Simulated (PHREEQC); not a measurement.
Solution A (0.46 mmol/kgw CaSO4, 0.013 mmol/kgw CO2 and 0.049 mmol/kgw H4SiO4) is mixed with solution B (0.028 mol/kgw Cu(BF4)2, 0.015 mol/kgw HBF4 and 0.0041 mol/kgw NaCl) at 25 °C; shares are by mass of water, 1 kg in all. Oxygen alone is held at its pressure in air (log pO2 = -0.68). CO2 from the air is kept out. The run lets Calcite, Gypsum, Fluorite, Portlandite, Cu(OH)2, Malachite, Brochantite, Antlerite, Atacamite, Chalcedony, Halite, Mirabilite, Chalcanthite, Nahcolite, Natron, CuF2:2H2O precipitate or redissolve, and no other solid.

Model: ion-association model, wateq4f.dat, run in PHREEQC.

```json
[
 {"share of solution B": "0", "pH": "5.67", "Fluorite (mol)": "0", "H4SiO4 (mol/kgw)": "4.90e-5", "Ca+2 (mol/kgw)": "0.000434", "SO4-2 (mol/kgw)": "0.000434", "BF4- (mol/kgw)": "0", "CO2 (mol/kgw)": "1.07e-5"},
 {"share of solution B": "0.1", "pH": "2.67", "Fluorite (mol)": "0.000385", "H4SiO4 (mol/kgw)": "3.66e-7", "Ca+2 (mol/kgw)": "2.82e-5", "SO4-2 (mol/kgw)": "0.000298", "BF4- (mol/kgw)": "0.00508", "CO2 (mol/kgw)": "1.17e-5"},
 {"share of solution B": "0.2", "pH": "2.50", "Fluorite (mol)": "0.000327", "H4SiO4 (mol/kgw)": "1.22e-7", "Ca+2 (mol/kgw)": "4.01e-5", "SO4-2 (mol/kgw)": "0.000233", "BF4- (mol/kgw)": "0.0116", "CO2 (mol/kgw)": "1.04e-5"},
 {"share of solution B": "0.4", "pH": "2.29", "Fluorite (mol)": "0.000203", "H4SiO4 (mol/kgw)": "3.88e-8", "Ca+2 (mol/kgw)": "7.23e-5", "SO4-2 (mol/kgw)": "0.000149", "BF4- (mol/kgw)": "0.0251", "CO2 (mol/kgw)": "7.80e-6"},
 {"share of solution B": "0.5", "pH": "2.21", "Fluorite (mol)": "0.000138", "H4SiO4 (mol/kgw)": "2.50e-8", "Ca+2 (mol/kgw)": "9.13e-5", "SO4-2 (mol/kgw)": "0.000118", "BF4- (mol/kgw)": "0.0319", "CO2 (mol/kgw)": "6.50e-6"},
 {"share of solution B": "0.6", "pH": "2.14", "Fluorite (mol)": "7.14e-5", "H4SiO4 (mol/kgw)": "1.63e-8", "Ca+2 (mol/kgw)": "0.000112", "SO4-2 (mol/kgw)": "8.97e-5", "BF4- (mol/kgw)": "0.0387", "CO2 (mol/kgw)": "5.20e-6"},
 {"share of solution B": "0.8", "pH": "2.03", "Fluorite (mol)": "0", "H4SiO4 (mol/kgw)": "6.05e-9", "Ca+2 (mol/kgw)": "9.16e-5", "SO4-2 (mol/kgw)": "4.15e-5", "BF4- (mol/kgw)": "0.0525", "CO2 (mol/kgw)": "2.60e-6"},
 {"share of solution B": "0.9", "pH": "1.98", "Fluorite (mol)": "0", "H4SiO4 (mol/kgw)": "2.73e-9", "Ca+2 (mol/kgw)": "4.59e-5", "SO4-2 (mol/kgw)": "2.01e-5", "BF4- (mol/kgw)": "0.0593", "CO2 (mol/kgw)": "1.30e-6"},
 {"share of solution B": "1", "pH": "1.94", "Fluorite (mol)": "0", "H4SiO4 (mol/kgw)": "0", "Ca+2 (mol/kgw)": "0", "SO4-2 (mol/kgw)": "0", "BF4- (mol/kgw)": "0.0662", "CO2 (mol/kgw)": "0"}
]
```

Fluorite from share of solution B = 0.1 (pH 2.67), last present at share of solution B = 0.7.

SiF6-2 is the database's only silicon fluoride. Real BF4- forms and hydrolyses slowly; the run takes it at equilibrium.
